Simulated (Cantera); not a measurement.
Cantera run:

```python
import numpy as np
import cantera as ct

gas_names = [...]  # 113 gases of nasa_gas.yaml made of C, Cu, H, O
cond_names = """
    C(gr) C6H6(L) C7H8(L) C8H18(L),n-octa Cu(cr) Cu(L) CuO(s) CuO2H2(s) Cu2O(s) Cu2O(L) H2O(s) H2O(L)
""".split()


# ... load() reads the species with a 1 bar reference pressure and builds the phases ...
atoms = {
    'Cu2O': {'Cu': 2, 'O': 1},
    'CH4': {'C': 1, 'H': 4},
    'CO': {'C': 1, 'O': 1},
}
top_T = {'C(gr)': 4500, 'CuO(s)': 1390}  # K; cautious upper limits of use, not melting points


# ... equilibrate(T, P, feed) seeds the gas with the atoms and calls Mixture.equilibrate('TP', solver="vcs", rtol=1e-11, max_steps=5000) ...
results = []
T = 2325  # K
P = 7000  # Pa
for m in [0.7, 0.86, 1.1, 1.3, 1.6, 2, 2.5, 3, 3.7, 4.6]:
    feed = {'Cu2O': 1, 'CH4': m, 'CO': 0.18}  # mol
    mix = equilibrate(T, P, feed)
    results.append((T, P, feed, dict(zip(mix.species_names, mix.species_moles))))

top = {s: max(r[3][s] / sum(r[3][g] for g in gas_names) for r in results) for s in gas_names}
cols = sorted((s for s in top if top[s] > 0.001), key=lambda s: -top[s])[:5]
seen = [c for c in cond_names if any(r[3].get(c, 0) > 1e-12 for r in results)]
print("log10 of partial pressures in bar; condensed amounts in mol")
print(f"{'n(CH4)':>10s}" + "".join(f"{s[:9]:>10s}" for s in cols + seen))
for T, P, feed, n in results:
    ng = sum(n[g] for g in gas_names)
    print(f"{feed['CH4']:10.4g}" + "".join(f"{np.log10(max(n[s] / ng * P / 1e5, 1e-99)):10.3f}" for s in cols)
          + "".join(f"{n.get(c, 0):10.4g}" for c in seen))
```

It prints:

```
log10 of partial pressures in bar; condensed amounts in mol
    n(CH4)        H2        Cu        CO       H2O         H     C(gr)
       0.7    -1.752    -1.494    -1.863    -2.374    -2.834         0
      0.86    -1.650    -1.540    -1.826    -2.744    -2.783         0
       1.1    -1.564    -1.594    -1.819    -7.794    -2.741   0.07908
       1.3    -1.523    -1.625    -1.850    -7.784    -2.720    0.2752
       1.6    -1.475    -1.668    -1.894    -7.780    -2.696    0.5695
         2    -1.429    -1.719    -1.945    -7.785    -2.673    0.9618
       2.5    -1.389    -1.776    -2.002    -7.802    -2.653     1.452
         3    -1.360    -1.826    -2.053    -7.823    -2.639     1.943
       3.7    -1.330    -1.888    -2.115    -7.856    -2.624     2.629
       4.6    -1.304    -1.956    -2.183    -7.898    -2.611     3.512
```

Cantera equilibrium calculation (NASA polynomials, part measured and part estimated; ideal gas, pure solids and liquids).
